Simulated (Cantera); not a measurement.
A perfectly stirred reactor is fed with CO : H2 : O2 : N2 = 1 : 0.17 : 0.532 : 2 (molar parts), at 210000 Pa; it is adiabatic with a 300 K inlet, and is followed from long to short residence time, starting on the burning branch (τ in s: 0.39, 0.11, 0.033, 0.0094, 0.0027, 0.0008, 0.00023, 6.7e-05, 1.9e-05).

Model: GRI-Mech 3.0 (53 species, 325 reactions), integrated in Cantera. The hydrogen kinetics of GRI-Mech 3.0 are dated; newer H2 mechanisms differ, most at raised pressure.

Question: Predict: blow-out, bracketed by the residence times tried; x(CO) at τ = 0.390 s; x(H2) at τ = 0.390 s; x(O2) at τ = 0.390 s; x(H2O) at τ = 0.390 s; x(NO2) at τ = 0.390 s; x(CO) at τ = 2.70 ms; x(H2) at τ = 2.70 ms; x(O2) at τ = 2.70 ms; x(H2O) at τ = 2.70 ms; x(NO2) at τ = 2.70 ms.

Answer: 
```
Property                                                                       Value
------------------------------------------------  ----------------------------------
blow-out, bracketed by the residence times tried  burning at 67.0 µs, out at 19.0 µs
x(CO) at τ = 0.390 s                                                          0.0524
x(H2) at τ = 0.390 s                                                         0.00167
x(O2) at τ = 0.390 s                                                         0.00788
x(H2O) at τ = 0.390 s                                                         0.0495
x(NO2) at τ = 0.390 s                                                        9.00e-7
x(CO) at τ = 2.70 ms                                                          0.0770
x(H2) at τ = 2.70 ms                                                         0.00279
x(O2) at τ = 2.70 ms                                                          0.0211
x(H2O) at τ = 2.70 ms                                                         0.0456
x(NO2) at τ = 2.70 ms                                                        2.44e-7
```
